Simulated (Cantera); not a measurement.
Input: 1 mol TiCl4, 0.38 mol CH4, at 315 Torr.

These are equilibrium values from Cantera (NASA tables, ideal gas, pure condensed phases), not measurements of a reactor. Candidate condensed phases: C, C6H6, C7H8, C8H18, Ti, TiC, TiCl2, TiCl3, TiCl4; 96 gas species. TiC: taken at fixed stoichiometry. The numbers say what is thermodynamically allowed, not how fast it happens.

Over these rows the condensed part is C(graphite) + TiC(s). Partial pressures as log10 of bar:

```tsv
T (K)	1000/T (1/K)	log p CH4	log p HCl	log p TiCl4	log p TiCl3	log p H2
1425	0.7018	-4.53	-0.84	-0.87	-1.28	-1.05
1525	0.6557	-4.91	-0.78	-0.95	-1.16	-1.13
1625	0.6154	-5.25	-0.74	-1.04	-1.07	-1.21
1725	0.5797	-5.57	-0.71	-1.14	-1.00	-1.28
1825	0.5479	-5.85	-0.69	-1.24	-0.95	-1.35
1925	0.5195	?	-0.67	-1.35	-0.92	-1.41
```

Q: Fit log p(CH4) = a + b·(1000/T) to the five rows, give the apparent enthalpy, and predict the row at 1925 K.

A: Means: 1000/T = 0.6201, log p = -5.222. Sxy = 0.127176, Sxx = 0.0148093, so b = 8.59 and a = -5.222 − (8.59)×0.6201 = -10.55.
Apparent enthalpy: −19.145 × (8.59) = -164 kJ/mol. With the condensed phases at unit activity, C(graphite) + 2 H2(g) = CH4(g) links this pressure to the main gases: over the six rows their terms move log p by -0.72 in all, so the slope isn't that reaction's ΔH° alone. The five rows lie within 0.01 of the line.
Prediction at 1925 K: -10.55 + (8.59)×0.5195 = -6.09. The computed value is -6.11, 0.02 from the line.
